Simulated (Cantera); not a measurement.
Equilibrium for silicon epitaxy and polysilicon growth: SiH4 + HCl + H2

Input: 1 mol SiH4, 4.6 mol HCl, 99 mol H2, at 1198.15 K and 1.70 mbar.

Equilibrium computed with Cantera from the NASA thermochemical tables; the gas is ideal and each condensed phase is pure. Candidate condensed phases: Si; 19 gas species. The tables' values for SiCl3 are old estimates; treat these amounts as uncertain. Kinetics and transport are ignored.

```json
{
 "x(H2)": "0.960",
 "x(HCl)": "0.0363",
 "x(SiCl2)": "0.00323",
 "x(SiCl3)": "0.000143",
 "x(SiCl4)": "5.61e-5",
 "x(SiHCl3)": "4.00e-5",
 "x(H)": "4.53e-6",
 "x(SiH2Cl2)": "3.72e-6",
 "n(Si(s))": "0.633 mol",
 "gas_amount": "105.6 mol"
}
```
